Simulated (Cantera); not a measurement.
Cantera run:

```python
import numpy as np
import cantera as ct

gas_names = [...]  # 95 gases of nasa_gas.yaml made of C, F, H
cond_names = """
    C(gr) C6H6(L) C7H8(L) C8H18(L),n-octa
""".split()


# ... load() reads the species with a 1 bar reference pressure and builds the phases ...
atoms = {
    'c-C4F8': {'C': 4, 'F': 8},
    'CH4': {'C': 1, 'H': 4},
}
top_T = {'C(gr)': 4500}  # K; cautious upper limits of use, not melting points


# ... equilibrate(T, P, feed) seeds the gas with the atoms and calls Mixture.equilibrate('TP', solver="vcs", rtol=1e-11, max_steps=5000) ...
results = []
feed = {'c-C4F8': 1, 'CH4': 0.012}  # mol
P = 92000  # Pa
for T in [1950, 1975, 2000, 2025, 2050, 2075, 2100, 2125, 2150, 2175, 2200, 2225, 2250]:
    mix = equilibrate(T, P, feed)
    results.append((T, P, feed, dict(zip(mix.species_names, mix.species_moles))))

top = {s: max(r[3][s] / sum(r[3][g] for g in gas_names) for r in results) for s in gas_names}
cols = sorted((s for s in top if top[s] > 1e-06), key=lambda s: -top[s])[:5]
seen = [c for c in cond_names if any(r[3].get(c, 0) > 1e-12 for r in results)]
print("log10 of partial pressures in bar; condensed amounts in mol")
print(f"{'T/K':>10s}" + "".join(f"{s[:9]:>10s}" for s in cols + seen))
for T, P, feed, n in results:
    ng = sum(n[g] for g in gas_names)
    print(f"{T:10.4g}" + "".join(f"{np.log10(max(n[s] / ng * P / 1e5, 1e-99)):10.3f}" for s in cols)
          + "".join(f"{n.get(c, 0):10.4g}" for c in seen))
```

Result:

```
log10 of partial pressures in bar; condensed amounts in mol
       T/K       CF4       CF2        HF       CF3         F     C(gr)
      1950    -0.051    -2.163    -1.666    -2.726    -3.172     2.016
      1975    -0.052    -2.070    -1.666    -2.651    -3.065     2.014
      2000    -0.053    -1.979    -1.667    -2.577    -2.960     2.011
      2025    -0.055    -1.891    -1.668    -2.506    -2.859     2.009
      2050    -0.057    -1.806    -1.669    -2.437    -2.759     2.005
      2075    -0.059    -1.723    -1.670    -2.369    -2.662     2.002
      2100    -0.061    -1.642    -1.671    -2.304    -2.568     1.997
      2125    -0.064    -1.563    -1.672    -2.240    -2.476     1.992
      2150    -0.068    -1.486    -1.674    -2.179    -2.386     1.985
      2175    -0.072    -1.412    -1.676    -2.119    -2.299     1.978
      2200    -0.077    -1.339    -1.678    -2.062    -2.213      1.97
      2225    -0.082    -1.269    -1.681    -2.006    -2.130      1.96
      2250    -0.088    -1.201    -1.684    -1.953    -2.049     1.949
```

Method: chemical equilibrium by Gibbs-energy minimisation in Cantera with the NASA 1993 tables (ideal gas, pure condensed phases). The feed counts by its element totals alone. The tables' values for C2F4 are old estimates; treat these amounts as uncertain. Gases not in the tables: C2F6 and larger saturated fluorocarbons.
